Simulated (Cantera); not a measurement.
A closed system holds: 1 mol B, 0.63 mol HCl, 3 mol N₂, held at 0.0133 bar.

Cantera equilibrium calculation (NASA polynomials, part measured and part estimated; ideal gas, pure solids and liquids). Candidate condensed phases: B, BN, NH₄Cl; 21 gas species. N₂ is the only nitrogen source here; it is nearly inert below about 1500 K, so the nitride shown seldom forms there in practice. Gases not in the tables: BHCl₂. Kinetics and transport are ignored.

**Question.** At 1100 °C, list the 4 most abundant gas species with their mole fractions, and the condensed phases.

**Answer.** N₂ 0.800, HCl 0.193, H₂ 0.00424, BCl₃ 0.00280. Condensed: BN(s).
